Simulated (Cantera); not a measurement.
Cantera run:

```python
import numpy as np
import cantera as ct

gas_names = [...]  # 110 gases of nasa_gas.yaml made of C, H, O
cond_names = """
    C(gr) C6H6(L) C7H8(L) C8H18(L),n-octa H2O(s) H2O(L)
""".split()


# ... load() reads the species with a 1 bar reference pressure and builds the phases ...
atoms = {
    'n-butane': {'C': 4, 'H': 10},
    'O2': {'O': 2},
}
top_T = {'C(gr)': 4500}  # K; cautious upper limits of use, not melting points


# ... equilibrate(T, P, feed) seeds the gas with the atoms and calls Mixture.equilibrate('TP', solver="vcs", rtol=1e-11, max_steps=5000) ...
results = []
feed = {'n-butane': 1, 'O2': 0.23}  # mol
T = 1200  # K
P = 10000  # Pa
mix = equilibrate(T, P, feed)
results.append((T, P, feed, dict(zip(mix.species_names, mix.species_moles))))
print(gas.report(threshold=1e-06))
for i in range(1, mix.n_phases):
    print(f"{mix.phase(i).name:16s} {mix.phase_moles(i):12.5e} mol")
```

It prints:

```
       temperature   1200 K
          pressure   10000 Pa
           density   0.0042353 kg/m^3
  mean mol. weight   4.2257 kg/kmol
   phase of matter   gas

                          1 kg             1 kmol
                     ---------------   ---------------
          enthalpy         4.149e+06        1.7532e+07  J
   internal energy        1.7879e+06        7.5551e+06  J
           entropy             47185        1.9939e+05  J/K
    Gibbs function       -5.2474e+07       -2.2174e+08  J
 heat capacity c_p            7432.8             31409  J/K
 heat capacity c_v            5465.2             23094  J/K

                      mass frac. Y      mole frac. X     chem. pot. / RT
                     ---------------   ---------------   ---------------
               CH4         0.0050136         0.0013206            -42.54
                CO            0.5578          0.084152           -41.954
               CO2        0.00013938        1.3384e-05           -82.108
                H2            0.4362           0.91431            -20.37
               H2O         0.0008512        0.00019966           -60.524
     [ +105 minor]        1.5129e-06        8.1709e-07

C(gr)             3.53396e+00 mol
```

Cantera equilibrium calculation (NASA polynomials, part measured and part estimated; ideal gas, pure solids and liquids).
